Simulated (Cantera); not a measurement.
Input: 1 mol Si₂Cl₆, 0.94 mol NH₃, 42 mol N₂, 0.00092 mol HCl, at 21.0 Pa.

Method: chemical equilibrium by Gibbs-energy minimisation in Cantera with the NASA 1993 tables (ideal gas, pure condensed phases). Candidate condensed phases: NH₄Cl, Si, Si₃N₄; 28 gas species. The feed counts by its element totals alone. The tables' values for SiCl₃, SiCl, SiN are old estimates; treat these amounts as uncertain. Equilibrium is a limit: real reactors are often held back by kinetics, nucleation or transport.

x: gas mole fraction; n: condensed amount in mol.

```csv
T (K),x N₂,x HCl,x SiCl₂,x SiCl₄,x Cl,n Si₃N₄(s)
875,0.922,0.0545,2.58e-7,0.0195,2.98e-9,0.372
975,0.922,0.0558,1.38e-5,0.0191,7.26e-8,0.377
1075,0.921,0.0566,0.000342,0.0183,9.74e-7,0.375
1175,0.919,0.0566,0.00444,0.0147,8.03e-6,0.338
1275,0.911,0.0533,0.0232,0.00450,3.72e-5,0.178
1375,0.907,0.0428,0.0397,[?],[?],[?]
1475,0.906,0.0415,0.0418,4.78e-5,0.000313,0
1575,0.906,0.0413,0.0422,1.06e-5,0.000978,0
1675,0.904,0.0402,0.0420,2.60e-6,0.00258,0
1775,0.901,0.0386,0.0409,[?],[?],0
1875,0.894,0.0372,0.0371,2.30e-7,0.0135,0
```

Question: Some entries are withheld; supply them.

Answer: 
- 1375, x SiCl₄: 0.000290
- 1375, x Cl: 8.96e-5
- 1375, n Si₃N₄(s): 0.0177
- 1775, x SiCl₄: 7.13e-7
- 1775, x Cl: 0.00602
